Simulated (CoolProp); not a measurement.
A single-stage vapour-compression cycle with cis-2-butene: evaporating at 243.15 K (dew point), condensing at 309.15 K (bubble point), superheat 8 K, subcooling 2 K, compressor efficiency 0.7, no pressure losses. Each further row changes one setting.

Values from CoolProp's reference Helmholtz-energy equation of state, Lemmon 2005. It is a short technical equation, of lower accuracy than the large ones.

```csv
case,cooling COP,pressure ratio,discharge temperature (K),refrigerating effect (kJ/kg),volumetric capacity (kJ/m³)
as stated,2.06,13.2,360.6,317,196
evaporating temperature 248.15 K,[?],10.3,[?],[?],252
condensing temperature 304.15 K,2.28,[?],[?],329,203
subcooling 7 K,2.13,13.2,360.6,329,203
superheat 18 K,2.06,13.2,371.5,331,196
compressor efficiency 0.6,[?],13.2,[?],317,196
```

Complete the blanks.


- evaporating temperature 248.15 K, cooling COP: 2.32
- evaporating temperature 248.15 K, discharge temperature (K): 355.5
- evaporating temperature 248.15 K, refrigerating effect (kJ/kg): 323
- condensing temperature 304.15 K, pressure ratio: 11.4
- condensing temperature 304.15 K, discharge temperature (K): 354.1
- compressor efficiency 0.6, cooling COP: 1.76
- compressor efficiency 0.6, discharge temperature (K): 375.2
